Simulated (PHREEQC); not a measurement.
Make-up at 20 °C: 0.53 mol/kgw HF and 1.2 mol/kgw KOH. Closed to the air; pH follows from the charge balance.

Computed with PHREEQC (ion-association model, wateq4f.dat).

```json
{
  "pH": "13.77",
  "ionic_strength": "1.20 mol/kgw",
  "activity_of_water": "0.959",
  "total_alkalinity": "670 meq/kg"
}
```

| species | molality | activity | log γ |
|---|---|---|---|
| K+ | 1.20 | 0.711 | -0.228 |
| OH- | 0.670 | 0.381 | -0.246 |
| F- | 0.530 | 0.301 | -0.246 |

Precipitation was switched off in this run. The ionic strength is past about 0.7 mol/kgw, beyond the range of this activity model, so the values are rough. Complexes and solids missing from the database can't appear.
